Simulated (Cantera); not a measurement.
Input: 1 mol MgF2, 17 mol H2, at 0.133 bar.

Method: chemical equilibrium by Gibbs-energy minimisation in Cantera with the NASA 1993 tables (ideal gas, pure condensed phases). Candidate condensed phases: Mg, MgF2; 17 gas species. Equilibrium is a limit: real reactors are often held back by kinetics, nucleation or transport.

Problem. What share of the Mg ends up in condensed phases as a function of T (K), at 1423, 1473, 1523, 1573, 1623, 1673, 1723, 1773, 1823, 1873, 1923, 1973?

Solution. 
```tsv
T (K)	Mg condensed (%)	as
1423	99.2	MgF2(s)
1473	98.3	MgF2(s)
1523	96.5	MgF2(s)
1573	93.3	MgF2(l)
1623	87.8	MgF2(l)
1673	78.2	MgF2(l)
1723	61.9	MgF2(l)
1773	34.6	MgF2(l)
1823	0.0	-
1873	0.0	-
1923	0.0	-
1973	0.0	-
```
